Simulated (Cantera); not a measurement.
A closed system holds: 1 mol C₆H₆, 6.5 mol H₂, at 1.80 mbar.

Method: chemical equilibrium by Gibbs-energy minimisation in Cantera with the NASA 1993 tables (ideal gas, pure condensed phases). Candidate condensed phases: C, C₆H₆, C₇H₈, C₈H₁₈; 76 gas species. Equilibrium is a limit: real reactors are often held back by kinetics, nucleation or transport.

x: gas mole fraction; n: condensed amount in mol.

```json
[
 {"T (K)": "1850", "x H₂": "0.987", "x H": "0.0126", "x C₃": "2.81e-10", "x C₂H₂ (acetylene)": "0.000258", "x C": "5.13e-10", "x C₂H": "3.55e-8", "x C₂": "2.33e-11", "n C(graphite)": "6.00"},
 {"T (K)": "1925", "x H₂": "0.977", "x H": "0.0223", "x C₃": "2.25e-9", "x C₂H₂ (acetylene)": "0.000447", "x C": "3.15e-9", "x C₂H": "1.46e-7", "x C₂": "1.89e-10", "n C(graphite)": "5.99"},
 {"T (K)": "2000", "x H₂": "0.962", "x H": "0.0376", "x C₃": "1.54e-8", "x C₂H₂ (acetylene)": "0.000739", "x C": "1.69e-8", "x C₂H": "5.41e-7", "x C₂": "1.30e-9", "n C(graphite)": "5.99"},
 {"T (K)": "2075", "x H₂": "0.938", "x H": "0.0608", "x C₃": "9.12e-8", "x C₂H₂ (acetylene)": "0.00116", "x C": "8.03e-8", "x C₂H": "1.81e-6", "x C₂": "7.80e-9", "n C(graphite)": "5.98"},
 {"T (K)": "2150", "x H₂": "0.904", "x H": "___", "x C₃": "___", "x C₂H₂ (acetylene)": "___", "x C": "___", "x C₂H": "___", "x C₂": "___", "n C(graphite)": "5.96"},
 {"T (K)": "2225", "x H₂": "0.856", "x H": "0.141", "x C₃": "2.21e-6", "x C₂H₂ (acetylene)": "0.00251", "x C": "1.32e-6", "x C₂H": "1.54e-5", "x C₂": "1.94e-7", "n C(graphite)": "5.95"},
 {"T (K)": "2300", "x H₂": "0.793", "x H": "0.203", "x C₃": "9.29e-6", "x C₂H₂ (acetylene)": "0.00343", "x C": "4.65e-6", "x C₂H": "3.97e-5", "x C₂": "8.25e-7", "n C(graphite)": "5.93"},
 {"T (K)": "2375", "x H₂": "0.714", "x H": "0.281", "x C₃": "3.55e-5", "x C₂H₂ (acetylene)": "0.00444", "x C": "1.51e-5", "x C₂H": "9.47e-5", "x C₂": "3.20e-6", "n C(graphite)": "5.90"},
 {"T (K)": "2450", "x H₂": "___", "x H": "___", "x C₃": "___", "x C₂H₂ (acetylene)": "___", "x C": "___", "x C₂H": "___", "x C₂": "___", "n C(graphite)": "5.86"},
 {"T (K)": "2525", "x H₂": "0.517", "x H": "0.475", "x C₃": "0.000406", "x C₂H₂ (acetylene)": "0.00621", "x C": "0.000130", "x C₂H": "0.000432", "x C₂": "3.76e-5", "n C(graphite)": "5.81"},
 {"T (K)": "2600", "x H₂": "0.411", "x H": "0.580", "x C₃": "0.00123", "x C₂H₂ (acetylene)": "0.00666", "x C": "0.000347", "x C₂H": "0.000828", "x C₂": "0.000116", "n C(graphite)": "5.74"},
 {"T (K)": "2675", "x H₂": "0.310", "x H": "0.677", "x C₃": "0.00350", "x C₂H₂ (acetylene)": "0.00667", "x C": "0.000875", "x C₂H": "0.00148", "x C₂": "0.000333", "n C(graphite)": "5.58"},
 {"T (K)": "2750", "x H₂": "0.221", "x H": "0.758", "x C₃": "0.00937", "x C₂H₂ (acetylene)": "0.00622", "x C": "0.00210", "x C₂H": "0.00247", "x C₂": "0.000906", "n C(graphite)": "5.21"},
 {"T (K)": "2825", "x H₂": "0.148", "x H": "0.811", "x C₃": "0.0238", "x C₂H₂ (acetylene)": "0.00538", "x C": "0.00480", "x C₂H": "0.00386", "x C₂": "0.00233", "n C(graphite)": "4.29"}
]
```

Q: Fill in the missing entries.

A: 
- 2150, x H: 0.0945
- 2150, x C₃: 4.76e-7
- 2150, x C₂H₂ (acetylene): 0.00175
- 2150, x C: 3.41e-7
- 2150, x C₂H: 5.50e-6
- 2150, x C₂: 4.12e-8
- 2450, x H₂: 0.621
- 2450, x H: 0.373
- 2450, x C₃: 0.000125
- 2450, x C₂H₂ (acetylene): 0.00542
- 2450, x C: 4.58e-5
- 2450, x C₂H: 0.000210
- 2450, x C₂: 1.14e-5
